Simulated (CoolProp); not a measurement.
Methanol along the isobar 62 bar: Z from the reference equation and from simpler models built on Tc = 240.2 °C, pc = 82.16 bar, ω = 0.565; each cubic takes its own stable root.

Model: reference Helmholtz-energy equation of state, de Reuck 1993, in CoolProp.

```json
[
 {"T (°C)": "34.15", "phase": "liquid", "reference": "0.09919"},
 {"T (°C)": "60.15", "phase": "liquid", "reference": "0.09435"},
 {"T (°C)": "86.25", "phase": "liquid", "reference": "0.09054"},
 {"T (°C)": "112.25", "phase": "liquid", "reference": "0.08776"},
 {"T (°C)": "138.35", "phase": "liquid", "reference": "0.08607"},
 {"T (°C)": "164.45", "phase": "liquid", "reference": "0.08580"},
 {"T (°C)": "190.45", "phase": "liquid", "reference": "0.08777"},
 {"T (°C)": "216.55", "phase": "liquid", "reference": "0.09579"},
 {"T (°C)": "242.65", "phase": "gas", "reference": "0.6536"},
 {"T (°C)": "268.65", "phase": "gas", "reference": "0.7528"},
 {"T (°C)": "294.75", "phase": "gas", "reference": "0.8084"},
 {"T (°C)": "320.75", "phase": "gas", "reference": "0.8435"},
 {"T (°C)": "346.85", "phase": "gas", "reference": "0.8671"}
]
```

### Question
How far does each simpler model (van der Waals, Redlich-Kwong) lie from the reference over these 13 states: mean and median of the absolute difference, and the worst?

### Answer
- van der Waals: mean 101.2 %, median 103.2 %, worst +559.5 % at 216.55 °C and 62 bar
- Redlich-Kwong: mean 63.1 %, median 40.0 %, worst +490.0 % at 216.55 °C and 62 bar

At some of these states van der Waals, Redlich-Kwong gives the other phase, because its saturation line lies elsewhere.
